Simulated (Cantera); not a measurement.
An adiabatic, constant-volume homogeneous reactor starts with H2 : O2 : N2 = 1 : 0.227 : 0.855 (molar parts), at 1000 K and 5.00 bar. Integrator tolerance rtol = 1e-08.

Computed with Cantera and the H2/O2 subset of GRI-Mech 3.0, which has no nitrogen chemistry. The hydrogen kinetics of GRI-Mech 3.0 are dated; newer H2 mechanisms differ, most at raised pressure.

Problem. What does this change do: H2 1 to 1.6 parts?

Solution. 
| quantity | before | after |
|---|---|---|
| time of steepest temperature rise | 7.59 ms | 6.70 ms |
| temperature at 0.300 s | 2834 K | 2528 K |
| equilibrium temperature | 2834 K | 2528 K |
| x(H2) at 0.300 s | 0.287 (gas-phase equilibrium 0.287) | 0.463 (gas-phase equilibrium 0.463) |
| x(O2) at 0.300 s | 3.41e-5 (gas-phase equilibrium 3.41e-5) | 6.36e-7 (gas-phase equilibrium 6.36e-7) |
| x(H2O2) at 0.300 s | 6.63e-8 (gas-phase equilibrium 6.63e-8) | 3.74e-9 (gas-phase equilibrium 3.74e-9) |
| x(O) at 0.300 s | 0.000102 (gas-phase equilibrium 0.000102) | 3.91e-6 (gas-phase equilibrium 3.91e-6) |
| x(H) at 0.300 s | 0.0139 (gas-phase equilibrium 0.0139) | 0.00571 (gas-phase equilibrium 0.00571) |
| x(H2O) at 0.300 s | 0.239 (gas-phase equilibrium 0.239) | 0.184 (gas-phase equilibrium 0.184) |
| x(HO2) at 0.300 s | 1.29e-7 (gas-phase equilibrium 1.29e-7) | 2.79e-9 (gas-phase equilibrium 2.79e-9) |

Problem. What does this change do: 0.13 parts H2O added?

Solution. 
```tsv
quantity	before	after
time of steepest temperature rise	7.59 ms	9.34 ms
temperature at 0.300 s	2834 K	2717 K
equilibrium temperature	2834 K	2717 K
x(H2) at 0.300 s	0.287 (gas-phase equilibrium 0.287)	0.270 (gas-phase equilibrium 0.270)
x(O2) at 0.300 s	3.41e-5 (gas-phase equilibrium 3.41e-5)	2.34e-5 (gas-phase equilibrium 2.34e-5)
x(H2O2) at 0.300 s	6.63e-8 (gas-phase equilibrium 6.63e-8)	5.32e-8 (gas-phase equilibrium 5.32e-8)
x(O) at 0.300 s	0.000102 (gas-phase equilibrium 0.000102)	5.39e-5 (gas-phase equilibrium 5.39e-5)
x(H) at 0.300 s	0.0139 (gas-phase equilibrium 0.0139)	0.00907 (gas-phase equilibrium 0.00907)
x(H2O) at 0.300 s	0.239 (gas-phase equilibrium 0.239)	0.290 (gas-phase equilibrium 0.290)
x(HO2) at 0.300 s	1.29e-7 (gas-phase equilibrium 1.29e-7)	8.30e-8 (gas-phase equilibrium 8.30e-8)
```

Problem. What does this change do: H2 1 to 0.65 parts?

Solution. 
```tsv
quantity	before	after
time of steepest temperature rise	7.59 ms	8.80 ms
temperature at 0.300 s	2834 K	3043 K
equilibrium temperature	2834 K	3043 K
x(H2) at 0.300 s	0.287 (gas-phase equilibrium 0.287)	0.129 (gas-phase equilibrium 0.129)
x(O2) at 0.300 s	3.41e-5 (gas-phase equilibrium 3.41e-5)	0.000954 (gas-phase equilibrium 0.000954)
x(H2O2) at 0.300 s	6.63e-8 (gas-phase equilibrium 6.63e-8)	5.86e-7 (gas-phase equilibrium 5.86e-7)
x(O) at 0.300 s	0.000102 (gas-phase equilibrium 0.000102)	0.00111 (gas-phase equilibrium 0.00111)
x(H) at 0.300 s	0.0139 (gas-phase equilibrium 0.0139)	0.0177 (gas-phase equilibrium 0.0177)
x(H2O) at 0.300 s	0.239 (gas-phase equilibrium 0.239)	0.280 (gas-phase equilibrium 0.280)
x(HO2) at 0.300 s	1.29e-7 (gas-phase equilibrium 1.29e-7)	2.56e-6 (gas-phase equilibrium 2.56e-6)
```
Above 3000 K some thermodynamic fits are extrapolated.
